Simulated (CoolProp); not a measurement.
Vapour-liquid equilibrium of methane (1) + ethane (2) at 0.925 bar; x and y are mole fractions of (1).

Model: multi-fluid Helmholtz-energy mixture model, Setzmann 1991 and Bücker 2006; pair parameters Kunz 2012, in CoolProp.

```csv
x,bubble temperature (K),y at the bubble point,dew temperature at overall composition x (K),liquid density (mol/L)
0.05,155.3,0.842,182.0,19.47
0.2,129.6,0.989,178.9,[?]
0.35,121.8,[?],175.4,22.32
0.5,[?],0.998,171.2,23.32
0.65,[?],0.999,165.9,24.28
0.8,113.0,1.000,158.2,25.22
0.95,111.2,1.000,[?],26.13
```

Task: What belongs in the gaps?

Result: 
- 0.2, liquid density (mol/L): 21.21
- 0.35, y at the bubble point: 0.996
- 0.5, bubble temperature (K): 117.7
- 0.65, bubble temperature (K): 115.0
- 0.95, dew temperature at overall composition x (K): 142.5

No azeotrope shows between x = 0.05 and 0.95.

The pair parameters rest on a limited set of measurements; away from them the model extrapolates.
